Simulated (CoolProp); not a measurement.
n-perfluorohexane at 282.77 K and 3.39 MPa is throttled through a valve to 2.19 MPa with no heat exchange. Each further row changes one setting.

Values from CoolProp's reference Helmholtz-energy equation of state, Gao 2022.

```json
[
 {"case": "as stated", "temperature change (K)": "[?]", "final density (kg/m³)": "1730"},
 {"case": "outlet pressure 0.657 MPa", "temperature change (K)": "[?]", "final density (kg/m³)": "[?]"},
 {"case": "outlet pressure 2.85 MPa", "temperature change (K)": "[?]", "final density (kg/m³)": "1730"}
]
```

**Question.** What belongs in the gaps?

**Answer.** 
- as stated, temperature change (K): +0.4
- outlet pressure 0.657 MPa, temperature change (K): +0.8
- outlet pressure 0.657 MPa, final density (kg/m³): 1720
- outlet pressure 2.85 MPa, temperature change (K): +0.2
